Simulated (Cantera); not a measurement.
Input (Python, Cantera):

```python
import numpy as np
import cantera as ct

gas = ct.Solution("h2o2.yaml")
gas.TPX = 475, 101325, {'H2': 1, 'O2': 0.172, 'N2': 0.552}
flame = ct.FreeFlame(gas, width=0.04)
flame.set_refine_criteria(ratio=3, slope=0.08, curve=0.16)
flame.transport_model = "mixture-averaged"
flame.solve(loglevel=0, auto=True)
z, T = flame.grid, flame.T
thick = (T[-1] - T[0]) / np.gradient(T, z).max()
show = ['H2', 'O2', 'OH', 'O', 'H', 'HO2']
print(f"laminar burning velocity  {flame.velocity[0] * 100:.3f} cm/s")
print(f"burnt temperature         {T[-1]:.1f} K")
print(f"thermal thickness         {thick * 1e3:.4f} mm")
print(f"grid points               {len(z)}")
z0 = z[flame.heat_release_rate.argmax()]
print(f"{'z/mm':>9s}{'T/K':>9s}{'u/(m/s)':>9s}" + "".join(f"{s:>11s}" for s in show))
rows = []
for k in (-3, -2, -1.5, -1, -0.5, -0.25, 0, 0.25, 0.5, 1, 2, 4, 8):
    zz = z0 + k * thick
    rows.append([k * thick, np.interp(zz, z, T), np.interp(zz, z, flame.velocity),
                 *(np.interp(zz, z, flame.X[gas.species_index(s)]) for s in show)])
    print(f"{rows[-1][0] * 1e3:9.3f}{rows[-1][1]:9.1f}{rows[-1][2]:9.3f}" + "".join(f"{x:11.3e}" for x in rows[-1][3:]))
```

Output:

```
laminar burning velocity  573.439 cm/s
burnt temperature         1993.4 K
thermal thickness         0.4295 mm
grid points               128
     z/mm      T/K  u/(m/s)         H2         O2         OH          O          H        HO2
   -1.288    475.0    5.734  5.800e-01  9.977e-02  2.331e-16  1.680e-14  5.601e-16  9.057e-13
   -0.859    475.0    5.734  5.800e-01  9.977e-02  2.040e-14  1.471e-12  5.078e-14  7.145e-11
   -0.644    475.0    5.734  5.800e-01  9.977e-02  8.853e-13  6.376e-11  4.367e-12  3.059e-09
   -0.429    475.1    5.736  5.800e-01  9.978e-02  7.756e-11  4.419e-09  3.683e-09  2.830e-07
   -0.215    509.9    6.109  5.756e-01  9.993e-02  6.037e-05  9.674e-06  1.474e-04  2.714e-04
   -0.107    759.2    8.849  5.454e-01  9.330e-02  4.560e-04  1.759e-04  6.261e-03  1.787e-04
    0.000   1127.9   12.801  4.724e-01  6.497e-02  9.031e-04  1.276e-03  3.416e-02  7.176e-05
    0.107   1381.7   15.626  4.006e-01  2.213e-02  1.475e-03  1.421e-03  6.425e-02  2.250e-05
    0.215   1495.4   16.885  3.772e-01  4.737e-03  1.371e-03  5.551e-04  7.123e-02  4.617e-06
    0.429   1593.5   17.896  3.777e-01  2.800e-04  1.389e-03  2.104e-04  6.381e-02  2.574e-07
    0.859   1689.8   18.846  3.867e-01  3.948e-05  1.409e-03  1.485e-04  5.063e-02  4.275e-08
    1.718   1782.6   19.741  3.962e-01  2.279e-05  1.281e-03  9.347e-05  3.710e-02  2.672e-08
    3.436   1861.5   20.485  4.045e-01  1.168e-05  1.028e-03  4.869e-05  2.523e-02  1.514e-08
```

Detailed kinetics in Cantera: the H2/O2 subset of GRI-Mech 3.0, which has no nitrogen chemistry. Burning velocities carry a grid error of a few per cent, more on coarse grids.
